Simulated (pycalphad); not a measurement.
Effect of B content in Ti-Hf-B

Source of the numbers: pycalphad with the COST 507 light-alloy database (1999); pressure 1 atm. The data set is of 1999 and partly superseded. Amounts are mole fractions of atoms. Diffusion is slow at the low end, where real alloys seldom reach equilibrium.

| alloy | liquidus (K) | first solid | solidus (K) | phases at 675 K |
|---|---|---|---|---|
| Ti-0.58Hf-0.25B (at.%) | 1934 | bcc | 1814 | hcp 1.00, BM under 0.01 |
| Ti-0.58Hf-0.33B (at.%) | 1933 | bcc | 1814 | hcp 0.99, BM 0.01 |
| Ti-0.58Hf-0.66B (at.%) | 1926 | bcc | 1814 | hcp 0.99, BM 0.01 |
| Ti-0.58Hf-0.99B (at.%) | 1919 | bcc | 1814 | hcp 0.98, BM 0.02 |
| Ti-0.58Hf-1.32B (at.%) | 1912 | bcc | 1814 | hcp 0.97, BM 0.03 |

Database names, with the compositions (at.%) that they take in these runs: BM: Ti 50 B 50.
